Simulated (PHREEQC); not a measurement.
Solution (20 °C): 0.3 mol K2CO3 and 0.00018 mol NaCl per kg of water. Closed to the air; pH follows from the charge balance.

Equilibrium calculation in PHREEQC: ion-association model, wateq4f.dat.

```tsv
quantity	before	after
pH	11.63	11.29
ionic strength (mol/kgw)	0.895	0.890
Na+ (mol/kgw)	9.56e-5	9.63e-5
```

### Question
What was changed between the two runs?
A) K2CO3 left out
B) 0.008 mol/kgw HCl added
C) 0.046 mol/kgw (CH3)4NF added
D) NaCl from 0.00018 to 9e-05 mol/kgw
E) K2CO3 from 0.3 to 0.03 mol/kgw

### Answer
B, 0.008 mol/kgw HCl added

This is a speciation only: nothing precipitates in the calculation. The ionic strength passes 0.7 mol/kgw, the rough limit of the ion-association models, in every such run.
